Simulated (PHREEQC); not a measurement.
# Hard or scaling water: an equilibrium model

Solution (25 °C): 7.9 mmol/kgw CaSO4 and 0.6 mmol/kgw CO2. Closed to the air; pH follows from the charge balance.

The numbers come from PHREEQC with the ion-association model, phreeqc.dat.

Each row changes one thing in this solution. Precipitation was switched off in this run.

```json
[
 {"case": "as made", "pH": "4.84", "ionic strength (mol/kgw)": "0.0237", "SO4-2 (mol/kgw)": "0.00592", "HSO4- (mol/kgw)": "5.35e-6"},
 {"case": "diluted 5-fold with water", "pH": "5.17", "ionic strength (mol/kgw)": "0.00559", "SO4-2 (mol/kgw)": "0.00139", "HSO4- (mol/kgw)": "7.29e-7"},
 {"case": "CaSO4 from 0.0079 to 0.00079 mol/kgw", "pH": "4.80", "ionic strength (mol/kgw)": "0.00294", "SO4-2 (mol/kgw)": "0.000730", "HSO4- (mol/kgw)": "9.38e-7"},
 {"case": "CaSO4 replaced by KHSO4 at the same molality", "pH": "2.28", "ionic strength (mol/kgw)": "0.0194", "SO4-2 (mol/kgw)": "0.00574", "HSO4- (mol/kgw)": "0.00198"},
 {"case": "temperature from 25 to 5 °C", "pH": "4.91", "ionic strength (mol/kgw)": "0.0244", "SO4-2 (mol/kgw)": "0.00609", "HSO4- (mol/kgw)": "3.19e-6"},
 {"case": "CO2 from 0.0006 to 0.00012 mol/kgw", "pH": "5.20", "ionic strength (mol/kgw)": "0.0237", "SO4-2 (mol/kgw)": "0.00593", "HSO4- (mol/kgw)": "2.34e-6"},
 {"case": "0.00013 mol/kgw Cu(BF4)2 added", "pH": "3.50", "ionic strength (mol/kgw)": "0.0244", "SO4-2 (mol/kgw)": "0.00582", "HSO4- (mol/kgw)": "0.000116"},
 {"case": "CO2 left out", "pH": "7.04", "ionic strength (mol/kgw)": "0.0237", "SO4-2 (mol/kgw)": "0.00593", "HSO4- (mol/kgw)": "3.39e-8"}
]
```

Some of these states are supersaturated (in Fluorite, for instance). Constants without temperature data keep their 25 °C values here. Real BF4- forms and hydrolyses slowly; the run takes it at equilibrium.
